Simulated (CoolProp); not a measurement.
Vapour-liquid equilibrium of ethylene (1) + propylene (2) at 0.532 bar; x and y are mole fractions of (1).

Computed with CoolProp (multi-fluid Helmholtz-energy mixture model, Smukala 2000 and Lemmon 2013; pair parameters Bell 2016).

| x | bubble temperature, mixture model (°C) | bubble temperature, Raoult's law (°C) | y, mixture model | y, Raoult's law |
|---|---|---|---|---|
| 0.05 | -71.6 | -71.2 | ___ | 0.464 |
| 0.15 | -85.4 | -84.3 | ___ | 0.790 |
| 0.25 | ___ | -92.2 | 0.902 | 0.895 |
| 0.35 | -98.9 | -97.7 | 0.944 | 0.941 |
| 0.45 | ___ | -101.7 | 0.965 | 0.964 |
| 0.55 | -105.7 | -104.9 | ___ | 0.978 |
| 0.65 | -108.0 | -107.5 | 0.985 | 0.986 |
| 0.75 | -110.0 | -109.7 | ___ | 0.992 |
| 0.85 | -111.7 | -111.6 | 0.995 | 0.996 |
| 0.95 | -113.2 | -113.2 | ___ | 0.999 |

Problem. Some entries are withheld; supply them.

Solution. 
- 0.05, y, mixture model: 0.469
- 0.15, y, mixture model: 0.801
- 0.25, bubble temperature, mixture model (°C): -93.5
- 0.45, bubble temperature, mixture model (°C): -102.7
- 0.55, y, mixture model: 0.977
- 0.75, y, mixture model: 0.991
- 0.95, y, mixture model: 0.998

The largest gap from Raoult's law is -1.3 K in bubble temperature, at x = 0.25. No azeotrope shows between x = 0.05 and 0.95.

The pair parameters rest on a limited set of measurements; away from them the model extrapolates.
